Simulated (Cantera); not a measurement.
Mixture: 3.54 % CH4, 0.127 % C2H6, 0.219 % C3H8, 17.6 % O2, 66.2 % N2, 12.4 % H2O, equivalence ratio 0.49, at 10.0 bar, adiabatic and at constant pressure. Ignition delay is the time to a rise of 400 K.

Cantera simulation using GRI-Mech 3.0 (53 species, 325 reactions); the numbers are that mechanism's predictions, not measurements.

Task: Predict: delay at 1175 K; delay at 1275 K; delay at 1375 K; delay at 1475 K; delay at 1575 K; apparent activation energy between 1475 and 1575 K.

Result: 
```
Property                                                 Value
--------------------------------------------------  ----------
delay at 1175 K                                        2.47 ms
delay at 1275 K                                       0.662 ms
delay at 1375 K                                       0.202 ms
delay at 1475 K                                        70.5 µs
delay at 1575 K                                        28.4 µs
apparent activation energy between 1475 and 1575 K  180 kJ/mol
```
